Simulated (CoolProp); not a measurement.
The numbers come from the reference Helmholtz-energy equation of state, McLinden 2020 in CoolProp.

Question: For R1336mzz(Z), give the phase and the density (kg/m³), cp (kJ/(kg K)), cv (kJ/(kg K)), expansivity (1/kK) at 226.85 °C and 459 kPa; 226.85 °C and 989 kPa; 226.85 °C and 4590 kPa.

Answer: 
- 226.85 °C and 459 kPa: gas; density 18.8, cp 1.14, cv 1.07, expansivity 2.31
- 226.85 °C and 989 kPa: gas; density 42.5, cp 1.16, cv 1.08, expansivity 2.74
- 226.85 °C and 4590 kPa: supercritical; density 322, cp 1.69, cv 1.15, expansivity 11.8
